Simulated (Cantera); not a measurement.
Input: 1 mol CaF2, a varied amount of O2, 9.7 mol N2, 2.7 mol H2, at 1525 K and 17.0 mbar.

Cantera equilibrium calculation (NASA polynomials, part measured and part estimated; ideal gas, pure solids and liquids). Candidate condensed phases: Ca, CaF2, CaO, Ca(OH)2, H2O; 47 gas species. Mutual solubility and eutectic melting of coexisting phases are not modelled. The numbers say what is thermodynamically allowed, not how fast it happens.

x: gas mole fraction; n: condensed amount in mol.

```csv
n(O2) (mol),x N2,x O2,x H2O,x H2,x HF,n CaF2(s),n CaO(s)
0.33,0.771,2.31e-11,0.0387,0.162,0.0276,0.824,0.174
0.45,0.769,(withheld),(withheld),(withheld),(withheld),0.790,(withheld)
0.61,0.767,1.76e-10,0.0770,0.117,0.0389,0.751,0.246
0.82,0.764,6.59e-10,0.106,0.0835,0.0458,0.707,0.290
1.1,0.761,(withheld),(withheld),(withheld),(withheld),0.656,(withheld)
1.5,0.750,0.0114,0.179,3.38e-5,0.0593,0.613,0.384
2,0.721,0.0480,0.172,1.58e-5,0.0581,0.606,0.391
2.8,0.680,0.101,0.161,1.02e-5,0.0563,0.596,0.401
3.8,0.635,0.160,0.150,7.54e-6,0.0543,0.582,0.414
5.1,0.584,0.225,0.137,5.80e-6,0.0519,0.566,0.430
```

**Question.** Some entries are withheld; supply them.

**Answer.** 
- 1.1, x O2: 5.62e-9
- 1.1, x H2O: 0.146
- 1.1, x H2: 0.0392
- 1.1, x HF: 0.0536
- 1.1, n CaO(s): 0.341
- 0.45, x O2: 6.02e-11
- 0.45, x H2O: 0.0549
- 0.45, x H2: 0.143
- 0.45, x HF: 0.0329
- 0.45, n CaO(s): 0.207
